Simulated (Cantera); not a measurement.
# PbO + CO + H2 (iron carbonyl, mercury and lead vapours)

Charge: 1 mol PbO, 0.16 mol CO, a varied amount of H2, equilibrated at 10000 Pa.

Method: chemical equilibrium by Gibbs-energy minimisation in Cantera with the NASA 1993 tables (ideal gas, pure condensed phases). Candidate condensed phases: C, C6H6, C7H8, C8H18, H2O, Pb, PbO, PbO2, Pb3O4; 113 gas species. Each liquid is taken as pure. Mutual solubility and eutectic melting of coexisting phases are not modelled. Rates play no part.

### Question
Map the stable condensed phases over T = 1023, 1073, 1123, 1173, 1223, 1273, 1323, 1373, 1423 K and n(H2) in mol = 0.11, 0.22, 0.44, 0.88, 1.8, 3.6, 7.2, 15, 29, 59.

### Answer
```
T in K \ n(H2) in mol
         0.11 0.22 0.44 0.88  1.8  3.6  7.2   15   29   59
   1423     A    A    A    B    B    B    B    C    C    C
   1373     A    A    A    B    B    B    B    C    C    C
   1323     A    A    A    B    B    B    B    B    C    C
   1273     A    A    A    B    B    B    B    B    B    C
   1223     A    A    A    B    B    B    B    B    B    B
   1173     A    A    A    B    B    B    B    B    B    B
   1123     A    A    A    B    B    B    B    B    B    B
   1073     A    A    A    B    B    B    B    B    B    B
   1023     A    A    A    B    B    B    B    B    B    B
```
A: Pb + PbO; B: Pb; C: gas only.
